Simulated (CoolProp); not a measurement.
Model: reference Helmholtz-energy equation of state, Lemmon 2016, in CoolProp.

Problem. Give the vapour pressure (bar), liquid density (kg/m³), enthalpy of vaporisation (kJ/kg), vapour Z of saturated R115 at 277.1 K.

Solution. 
```
T (K)  p (bar)  liquid density (kg/m³)  enthalpy of vaporisation (kJ/kg)  vapour Z
-----  -------  ----------------------  --------------------------------  --------
277.1     4.98                    1380                               106     0.867
```
